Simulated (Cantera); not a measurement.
Hydrocarbon pyrolysis for carbon deposition

An isothermal, constant-pressure homogeneous reactor starts with 19.6 % C2H6, 80.4 % N2, at 1698 K and 0.0132 atm.

Computed with Cantera and GRI-Mech 3.0 (53 species, 325 reactions). GRI-Mech 3.0 stops at C3 and has no aromatics, soot or wall deposition, so with more carbon than oxygen in the feed, carbon stays in small species such as C2H2 where larger ones or solid carbon would form. Radical loss at walls, strong at low pressure, is not modelled.

```csv
t (s),x C2H6,x C2H,x CH4,x H2,x C2H4,x CH3,x HCN
0.000400,0.0674,7.80e-7,0.0289,0.0570,0.0560,0.0507,9.05e-7
0.000848,0.0112,3.65e-6,0.0579,0.113,0.0714,0.0317,2.19e-6
0.00180,0.000790,3.60e-6,0.0631,0.161,0.0449,0.0108,3.15e-6
0.00381,0.000139,2.13e-6,0.0596,0.187,0.0240,0.00452,3.42e-6
0.00808,4.86e-5,1.38e-6,0.0561,0.203,0.0113,0.00246,3.50e-6
0.0171,2.34e-5,1.02e-6,0.0527,0.213,0.00416,0.00162,3.55e-6
0.0363,1.46e-5,8.71e-7,0.0487,0.220,0.00127,0.00125,3.60e-6
0.0770,1.05e-5,8.49e-7,0.0430,0.228,0.000643,0.00105,3.69e-6
0.163,7.05e-6,8.98e-7,0.0343,0.239,0.000413,0.000869,3.86e-6
0.346,3.66e-6,1.01e-6,0.0232,0.253,0.000212,0.000640,4.22e-6
0.734,1.31e-6,1.19e-6,0.0125,0.266,8.68e-5,0.000398,4.94e-6
1.56,3.06e-7,1.47e-6,0.00525,0.275,3.88e-5,0.000203,6.22e-6
3.30,5.04e-8,1.73e-6,0.00192,0.279,2.78e-5,8.66e-5,8.20e-6
7.00,8.05e-9,1.83e-6,0.000737,0.280,2.61e-5,3.51e-5,1.05e-5
```
x: mole fraction; the columns are a selection and need not sum to one.

Equilibrium at this temperature and pressure: C2H6 1.28e-10, C2H 1.07e-6, CH4 7.32e-5, H2 0.281, C2H4 1.50e-5, CH3 3.53e-6, HCN 0.118 (gas phase only).
